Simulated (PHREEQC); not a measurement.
PHREEQC input (ion-association model, wateq4f.dat):

```
SOLUTION_MASTER_SPECIES
  An  An-  0  An  62.0  # stands for a non-complexing anion
SOLUTION_SPECIES
  An- = An-
    -log_k 0
    -gamma 3.0 0
PHASES
  Fix_H+
    H+ = H+
    -log_k 0
SOLUTION 1
  temp 25
  units mmol/kgw
  pH 7 charge
  Na 5
  An 5
END
SELECTED_OUTPUT 1
  -reset false
  -pH true
  -pe true
  -ionic_strength true
  -water true
  -totals Na
  -molalities Hfo_wOH Hfo_wOH2+ Hfo_wO- Hfo_sOH Hfo_sOH2+ Hfo_sO-
USER_PUNCH 1
  -headings sigma psi
  10 PUNCH EDL("sigma", "Hfo"), EDL("psi", "Hfo")
PRINT
  -reset false
USE solution 1
SURFACE 1
  Hfo_wOH 8.76404e-05 600 0.039
  Hfo_sOH 2.19101e-06
EQUILIBRIUM_PHASES 1
  Fix_H+ -3 HAn 10
    -force_equality true
  O2(g) -0.68 10
END
# ... the last block is repeated for the other 16 points of pH, with NaOH or the acid as the point needs
```

Selected output (columns that matter, 17 of 17 rows; pH added in front):

```
pH	mu	Na	m_Hfo_wOH	m_Hfo_wOH2+	m_Hfo_wO-	m_Hfo_sOH	m_Hfo_sOH2+	m_Hfo_sO-	sigma	psi
3	0.0061141	0.005	1.5958e-05	7.1601e-05	8.1475e-08	3.9894e-07	1.79e-06	2.0369e-09	0.3023	0.21521
3.38	0.0054788	0.005	2.6325e-05	6.1056e-05	2.6002e-07	6.5812e-07	1.5264e-06	6.5004e-09	0.25697	0.20969
3.75	0.0052163	0.005	3.6409e-05	5.0631e-05	5.9981e-07	9.1024e-07	1.2658e-06	1.4995e-08	0.21147	0.20094
4.12	0.0051018	0.005	4.535e-05	4.1145e-05	1.1451e-06	1.1338e-06	1.0286e-06	2.8627e-08	0.16907	0.19002
4.5	0.0050498	0.005	5.2784e-05	3.2918e-05	1.939e-06	1.3196e-06	8.2294e-07	4.8474e-08	0.13094	0.17718
4.88	0.0050261	0.005	5.8316e-05	2.6371e-05	2.9543e-06	1.4579e-06	6.5926e-07	7.3857e-08	0.098975	0.16296
5.25	0.0050149	0.005	6.2028e-05	2.1515e-05	4.0967e-06	1.5507e-06	5.3788e-07	1.0242e-07	0.073624	0.14788
5.62	0.0050091	0.005	6.4401e-05	1.7945e-05	5.2947e-06	1.61e-06	4.4862e-07	1.3237e-07	0.053469	0.13162
6	0.0050056	0.005	6.5827e-05	1.5343e-05	6.4699e-06	1.6457e-06	3.8358e-07	1.6175e-07	0.037505	0.11373
6.38	0.0050035	0.005	6.6594e-05	1.3548e-05	7.4986e-06	1.6648e-06	3.3871e-07	1.8746e-07	0.025571	0.094741
6.75	0.0050023	0.005	6.6971e-05	1.235e-05	8.3198e-06	1.6743e-06	3.0874e-07	2.08e-07	0.017033	0.075378
7.12	0.0050014	0.005	6.7153e-05	1.1518e-05	8.9696e-06	1.6788e-06	2.8794e-07	2.2424e-07	0.01077	0.055353
7.5	0.0050008	0.005	6.7238e-05	1.0906e-05	9.4962e-06	1.6809e-06	2.7266e-07	2.3741e-07	0.0059601	0.034307
7.88	0.0050006	0.0050003	6.7271e-05	1.0435e-05	9.9345e-06	1.6818e-06	2.6088e-07	2.4836e-07	0.0021171	0.012974
8.25	0.0050021	0.0050022	6.7274e-05	1.0032e-05	1.0335e-05	1.6818e-06	2.508e-07	2.5837e-07	-0.0012807	-0.0078996
8.62	0.0050051	0.0050057	6.725e-05	9.6175e-06	1.0773e-05	1.6813e-06	2.4044e-07	2.6932e-07	-0.0048832	-0.028712
9	0.005012	0.0050131	6.7183e-05	9.119e-06	1.1339e-05	1.6796e-06	2.2797e-07	2.8347e-07	-0.0093829	-0.04985
```

Species that the database lacks are ignored. The oxide is taken as insoluble; below pH 4 it would dissolve.
